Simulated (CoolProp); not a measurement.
Properties of C2F6 (R116) along the isotherm -90.55 °C.

Model: reference Helmholtz-energy equation of state, Lemmon 2006, in CoolProp. It is a short technical equation, of lower accuracy than the large ones.

```json
[
 {"p (bar)": "6.35", "phase": "liquid", "conductivity (mW/(m K))": "81.5", "Prandtl number": "6.11", "fugacity coefficient": "0.07786"},
 {"p (bar)": "12.7", "phase": "liquid", "conductivity (mW/(m K))": "81.8", "Prandtl number": "6.15", "fugacity coefficient": "0.04031"},
 {"p (bar)": "19", "phase": "liquid", "conductivity (mW/(m K))": "82.0", "Prandtl number": "6.19", "fugacity coefficient": "0.02789"},
 {"p (bar)": "25.4", "phase": "liquid", "conductivity (mW/(m K))": "82.3", "Prandtl number": "6.23", "fugacity coefficient": "0.02160"},
 {"p (bar)": "31.7", "phase": "liquid", "conductivity (mW/(m K))": "82.6", "Prandtl number": "6.28", "fugacity coefficient": "0.01791"},
 {"p (bar)": "38.1", "phase": "liquid", "conductivity (mW/(m K))": "82.9", "Prandtl number": "6.32", "fugacity coefficient": "0.01543"},
 {"p (bar)": "44.4", "phase": "liquid", "conductivity (mW/(m K))": "83.2", "Prandtl number": "6.37", "fugacity coefficient": "0.01370"},
 {"p (bar)": "50.8", "phase": "liquid", "conductivity (mW/(m K))": "83.4", "Prandtl number": "6.41", "fugacity coefficient": "0.01240"},
 {"p (bar)": "57.1", "phase": "liquid", "conductivity (mW/(m K))": "83.7", "Prandtl number": "6.46", "fugacity coefficient": "0.01141"},
 {"p (bar)": "63.5", "phase": "liquid", "conductivity (mW/(m K))": "84.0", "Prandtl number": "6.50", "fugacity coefficient": "0.01062"},
 {"p (bar)": "69.8", "phase": "liquid", "conductivity (mW/(m K))": "84.2", "Prandtl number": "6.55", "fugacity coefficient": "0.010000"},
 {"p (bar)": "76.2", "phase": "liquid", "conductivity (mW/(m K))": "84.5", "Prandtl number": "6.60", "fugacity coefficient": "0.009482"}
]
```

Viscosity comes from a separate model (Huber 2003), an estimate that may be off by 10 % or more. Thermal conductivity comes from a separate model (Huber 2003), an estimate that may be off by 10 % or more.
